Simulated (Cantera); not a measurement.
Input: 1 mol MgO, 0.29 mol Br₂, 2.3 mol O₂, at 510 Torr.

Cantera equilibrium calculation (NASA polynomials, part measured and part estimated; ideal gas, pure solids and liquids). Candidate condensed phases: Br₂, Mg, MgBr₂, MgO; 10 gas species. Kinetics and transport are ignored. All values below are at 1248 K.

Base state: O₂ 0.878, Br₂ 0.0992, Br 0.0230 (mole fractions); condensed: MgO(s).

Question: What changes in the equilibrium state with this change: pressure from 510 Torr to 10.0 Torr?

Answer: 
```
species       before    after
-----------  -------  -------
O₂             0.878    0.837
Br            0.0230    0.114
Br₂           0.0992   0.0483
MgBr₂        3.77e-6  1.34e-5
MgO(s), mol    1.000    1.000
```
